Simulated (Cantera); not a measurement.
Charge: 1 mol SiH₂Cl₂, 47 mol NH₃, 0.23 mol H₂, 20 mol N₂, at 43.0 mbar.

These are equilibrium values from Cantera (NASA tables, ideal gas, pure condensed phases), not measurements of a reactor. Candidate condensed phases: NH₄Cl, Si, Si₃N₄; 28 gas species. The tables' values for SiCl, SiN are old estimates; treat these amounts as uncertain. Gases not in the tables: Si₂H₆ and higher silanes. The numbers say what is thermodynamically allowed, not how fast it happens.

log p: log10 of the partial pressure in bar; n: condensed amount in mol.

```json
[
 {"T (K)": "1548", "log p H₂": "-1.58", "log p N₂": "-1.80", "log p HCl": "-3.13", "log p H": "…", "n Si₃N₄(s)": "0.331", "n Si(l)": "0"},
 {"T (K)": "1598", "log p H₂": "-1.58", "log p N₂": "-1.80", "log p HCl": "-3.13", "log p H": "…", "n Si₃N₄(s)": "0.329", "n Si(l)": "0"},
 {"T (K)": "1648", "log p H₂": "-1.58", "log p N₂": "-1.80", "log p HCl": "-3.14", "log p H": "…", "n Si₃N₄(s)": "0.326", "n Si(l)": "0"},
 {"T (K)": "1698", "log p H₂": "-1.58", "log p N₂": "-1.80", "log p HCl": "-3.15", "log p H": "…", "n Si₃N₄(s)": "0.320", "n Si(l)": "0"},
 {"T (K)": "1748", "log p H₂": "-1.58", "log p N₂": "-1.80", "log p HCl": "-3.16", "log p H": "…", "n Si₃N₄(s)": "0.311", "n Si(l)": "0"},
 {"T (K)": "1798", "log p H₂": "-1.58", "log p N₂": "-1.80", "log p HCl": "-3.17", "log p H": "…", "n Si₃N₄(s)": "0.298", "n Si(l)": "0"},
 {"T (K)": "1848", "log p H₂": "-1.58", "log p N₂": "-1.79", "log p HCl": "-3.19", "log p H": "…", "n Si₃N₄(s)": "0", "n Si(l)": "0.845"},
 {"T (K)": "1898", "log p H₂": "-1.58", "log p N₂": "-1.79", "log p HCl": "-3.19", "log p H": "…", "n Si₃N₄(s)": "0", "n Si(l)": "0.827"},
 {"T (K)": "1948", "log p H₂": "-1.58", "log p N₂": "-1.79", "log p HCl": "-3.19", "log p H": "…", "n Si₃N₄(s)": "0", "n Si(l)": "0.792"}
]
```

### Question
What belongs in the gaps?

### Answer

- 1548, log p H: -5.30
- 1598, log p H: -5.06
- 1648, log p H: -4.84
- 1698, log p H: -4.63
- 1748, log p H: -4.43
- 1798, log p H: -4.24
- 1848, log p H: -4.07
- 1898, log p H: -3.90
- 1948, log p H: -3.74
